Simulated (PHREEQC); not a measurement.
A column of 0.2 m (30 cells, dispersivity 0.016 m, 60 s a shift, diffusion coefficient 3e-10 m²/s) holds 0.035 eq of the database's cation exchanger X per kg of pore water, first in equilibrium with 19 mmol/kgw ZnCl2 and 0.01 mmol/kgw HCl. It is flushed with 0.0051 mol/kgw MgCl2, 0.0025 mol/kgw MnCl2, 0.019 mol/kgw Na2SO4 and 1e-05 mol/kgw HCl, at 40 °C. Values are for the last cell. The system is closed to CO2. No solid was allowed to form.

The series has 31 steps of pore volumes, from 0 to 4.017.

All values are PHREEQC results (ion-association model, phreeqc.dat), not measurements.

Task: After how many pore volumes does Na at the outlet first reach half of its feed value?

Result: By 1.1 pore volumes.

Task: After how many pore volumes does S at the outlet first reach half of its feed value?

Result: By 0.95 pore volumes.

Task: After how many pore volumes does Mg at the outlet first reach half of its feed value?

Result: By 2.5 pore volumes.

Species that the database lacks are ignored. Away from 25 °C the constants follow the database's enthalpies or fits; those with neither stay at their 25 °C values.
